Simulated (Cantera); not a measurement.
A closed system holds: 1 mol Fe₃O₄, 0.94 mol CH₄, 0.12 mol CO, equilibrated at 2077 °C and 1.73 Torr.

Method: chemical equilibrium by Gibbs-energy minimisation in Cantera with the NASA 1993 tables (ideal gas, pure condensed phases). Candidate condensed phases: C, C₆H₆, C₇H₈, C₈H₁₈, Fe, Fe(CO)₅, FeO, Fe(OH)₂, Fe(OH)₃, Fe₂O₃, Fe₃O₄, H₂O; 114 gas species. Equilibrium is a limit: real reactors are often held back by kinetics, nucleation or transport.

Base state: Fe 0.387, H₂O 0.182, CO 0.0961, CO₂ 0.0610, H 0.0579, FeO 0.0575, H₂ 0.0496, O₂ 0.0439 (mole fractions); condensed: gas only.

What changes in the equilibrium state with this change: temperature from 2077 °C to 1525 °C?


```
species        before     after
-----------  --------  --------
H₂             0.0496     0.431
CO             0.0961     0.317
H₂O             0.182     0.196
Fe              0.387    0.0124
O₂             0.0439   2.52e-7
O              0.0288   1.25e-6
FeO            0.0575   6.58e-5
OH             0.0365  0.000144
H              0.0579   0.00482
CO₂            0.0610    0.0379
Fe(OH)₂      0.000179   2.80e-5
Fe(δ), mol          0     0.603
FeO(l), mol         0      2.36
```
Mutual solubility and eutectic melting of coexisting phases are not modelled. The tables' stoichiometric FeO is somewhat more stable than real wüstite, so its field is too wide. FeO: taken at fixed stoichiometry.

What changes in the equilibrium state with this change: temperature from 2077 °C to 1875 °C?


| species | before | after |
|---|---|---|
| Fe | 0.387 | 0.278 |
| H₂O | 0.182 | 0.234 |
| CO | 0.0961 | 0.199 |
| H₂ | 0.0496 | 0.184 |
| O₂ | 0.0439 | 0.000471 |
| O | 0.0288 | 0.000872 |
| OH | 0.0365 | 0.00611 |
| FeO | 0.0575 | 0.00981 |
| H | 0.0579 | 0.0373 |
| CO₂ | 0.0610 | 0.0496 |
| Fe(OH)₂ | 0.000179 | 0.000171 |
| FeO(l), mol | 0 | 1.77 |
The tables' stoichiometric FeO is somewhat more stable than real wüstite, so its field is too wide. FeO: taken at fixed stoichiometry.

What changes in the equilibrium state with this change: temperature from 2077 °C to 1800 °C?


| species | before | after |
|---|---|---|
| H₂ | 0.0496 | 0.269 |
| CO | 0.0961 | 0.237 |
| Fe | 0.387 | 0.223 |
| O₂ | 0.0439 | 5.79e-5 |
| O | 0.0288 | 0.000183 |
| OH | 0.0365 | 0.00240 |
| FeO | 0.0575 | 0.00391 |
| H | 0.0579 | 0.0285 |
| CO₂ | 0.0610 | 0.0363 |
| H₂O | 0.182 | 0.200 |
| Fe(OH)₂ | 0.000179 | 0.000108 |
| FeO(l), mol | 0 | 2.12 |
The tables' stoichiometric FeO is somewhat more stable than real wüstite, so its field is too wide. FeO: taken at fixed stoichiometry.
